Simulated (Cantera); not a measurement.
A perfectly stirred reactor is fed with 20.8 % C2H6, 79.2 % N2, at 100 Pa; it is held at 1600 K, and followed from long to short residence time.

Cantera simulation using GRI-Mech 3.0 (53 species, 325 reactions); the numbers are that mechanism's predictions, not measurements. GRI-Mech 3.0 stops at C3 and has no aromatics, soot or wall deposition, so with more carbon than oxygen in the feed, carbon stays in small species such as C2H2 where larger ones or solid carbon would form. Radical loss at walls, strong at low pressure, is not modelled.

Q: Predict: x(C2H6) at τ = 26.0 s; x(C2H) at τ = 26.0 s; x(C2H4) at τ = 26.0 s; x(HCN) at τ = 26.0 s; x(CH3) at τ = 26.0 s; x(C2H6) at τ = 0.180 s; x(C2H) at τ = 0.180 s; x(C2H4) at τ = 0.180 s; x(HCN) at τ = 0.180 s; x(CH3) at τ = 0.180 s.

A: 
```
Item                       Value
----------------------  --------
x(C2H6) at τ = 26.0 s    5.07e-5
x(C2H) at τ = 26.0 s     1.55e-6
x(C2H4) at τ = 26.0 s   0.000355
x(HCN) at τ = 26.0 s     2.58e-5
x(CH3) at τ = 26.0 s     0.00101
x(C2H6) at τ = 0.180 s   0.00600
x(C2H) at τ = 0.180 s    2.08e-6
x(C2H4) at τ = 0.180 s    0.0217
x(HCN) at τ = 0.180 s    2.00e-6
x(CH3) at τ = 0.180 s     0.0111
```
